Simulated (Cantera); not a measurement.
Input: 1 mol B, 1.7 mol NH3, 130 mol N2, held at 2100 K and 0.0100 bar.

These are equilibrium values from Cantera (NASA tables, ideal gas, pure condensed phases), not measurements of a reactor. Candidate condensed phases: B, BN; 15 gas species. Kinetics and transport are ignored.

Base state: N2 0.979, H2 0.0171, H 0.00408, B 1.45e-5 (mole fractions); condensed: BN(s).

Question: What changes in the equilibrium state with this change: temperature from 2100 K to 1398.15 K?

Answer: 
```tsv
species	before	after
N2	0.979	0.981
H2	0.0171	0.0192
H	0.00408	6.57e-6
B	1.45e-5	<1e-9
BN(s), mol	0.997	1.00
```
